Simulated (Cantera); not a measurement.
Charge: 1 mol SrCl₂, 8.6 mol H₂, held at 1848.15 K and 750 Torr.

These are equilibrium values from Cantera (NASA tables, ideal gas, pure condensed phases), not measurements of a reactor. Candidate condensed phases: Sr, SrCl₂; 8 gas species. Kinetics and transport are ignored.

Base state: H₂ 0.967, SrCl₂ 0.0304, HCl 0.00109, SrCl 0.000856, H 0.000522, Sr 0.000118 (mole fractions); condensed: SrCl₂(l).

### Question
What changes in the equilibrium state with this change: pressure from 750 Torr to 0.0405 Torr?

### Answer
| species | before | after |
|---|---|---|
| H₂ | 0.967 | 0.808 |
| SrCl₂ | 0.0304 | 0.0795 |
| H | 0.000522 | 0.0649 |
| HCl | 0.00109 | 0.0264 |
| SrCl | 0.000856 | 0.0116 |
| Cl | 4.48e-7 | 0.00161 |
| Sr | 0.000118 | 0.00821 |
| SrCl₂(l), mol | 0.722 | 0 |

### Question
What changes in the equilibrium state with this change: temperature from 1848.15 K to 850 K?

### Answer
```json
[
 {"species": "H₂", "before": "0.967", "after": "1.00"},
 {"species": "SrCl₂", "before": "0.0304", "after": "<1e-9"},
 {"species": "HCl", "before": "0.00109", "after": "<1e-9"},
 {"species": "SrCl", "before": "0.000856", "after": "<1e-9"},
 {"species": "H", "before": "0.000522", "after": "<1e-9"},
 {"species": "SrCl₂(l), mol", "before": "0.722", "after": "0"},
 {"species": "SrCl₂(s), mol", "before": "0", "after": "1.00"}
]
```
